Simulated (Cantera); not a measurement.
Input: 1 mol CuO, 3.7 mol H₂, equilibrated at 1623.15 K and 22.0 Pa.

These are equilibrium values from Cantera (NASA tables, ideal gas, pure condensed phases), not measurements of a reactor. Candidate condensed phases: Cu, CuO, Cu(OH)₂, Cu₂O, H₂O; 12 gas species. Rates play no part.

Base state: H₂ 0.572, H₂O 0.212, Cu 0.212, H 0.00353, Cu₂ 0.000145, OH 5.49e-5 (mole fractions); condensed: gas only.

### Question
What changes in the equilibrium state with this change: pressure from 22.0 Pa to 0.480 bar?

### Answer
```json
[
 {"species": "H₂", "before": "0.572", "after": "0.730"},
 {"species": "H₂O", "before": "0.212", "after": "0.270"},
 {"species": "Cu", "before": "0.212", "after": "0.000116"},
 {"species": "Cu₂", "before": "0.000145", "after": "9.43e-8"},
 {"species": "OH", "before": "5.49e-5", "after": "1.32e-6"},
 {"species": "Cu(l), mol", "before": "0", "after": "1.000"}
]
```

### Question
What changes in the equilibrium state with this change: pressure from 22.0 Pa to 41.0 Pa?

### Answer
| species | before | after |
|---|---|---|
| H₂ | 0.572 | 0.628 |
| H₂O | 0.212 | 0.233 |
| Cu | 0.212 | 0.136 |
| Cu₂ | 0.000145 | 0.000110 |
| OH | 5.49e-5 | 4.21e-5 |
| H | 0.00353 | 0.00271 |
| Cu(l), mol | 0 | 0.417 |
